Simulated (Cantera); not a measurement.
Standard-state values (1 bar) from the NASA 1993 polynomials, evaluated with Cantera. Values are per mole of reaction as written; species without (g) are pure solids or liquids, kept so even where they would boil at 1 bar. ZrN: taken at fixed stoichiometry.

Problem. Between 1900 and 2300 K, where is each reaction favourable under standard conditions?
- N2(g) + 2 ZrO2(g) = 4 O(g) + 2 ZrN

Solution. 
- N2(g) + 2 ZrO2(g) = 4 O(g) + 2 ZrN: ΔG° is 783 kJ at 1900 K and 754 kJ at 2300 K; it stays positive (K < 1). ΔH° is 934 kJ and ΔS° 78 J/K at 2300 K.
